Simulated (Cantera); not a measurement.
A perfectly stirred reactor is fed with H₂ : O₂ = 0.12 : 1 (molar parts), equivalence ratio 0.060, at 0.0263 atm; it is held at 950 K, and followed from long to short residence time.

Detailed kinetics in Cantera: the H2/O2 subset of GRI-Mech 3.0, which has no nitrogen chemistry. Radical loss at walls, strong at low pressure, is not modelled. The temperature is held fixed by assumption; the heat of reaction is taken as removed at once.

One state of this run: x H₂ = 0.0293; x O₂ = 0.872; x H₂O₂ = 8.36e-7; x H = 0.0140; x HO₂ = 2.37e-5; x O = 0.00964; x OH = 0.00291. x: mole fraction; the columns are a selection and need not sum to one.

**Question.** Which value of τ (s) does it belong to?
A) 0.056
B) 0.015
C) 0.0020
D) 0.0076

**Answer.** C, 0.0020
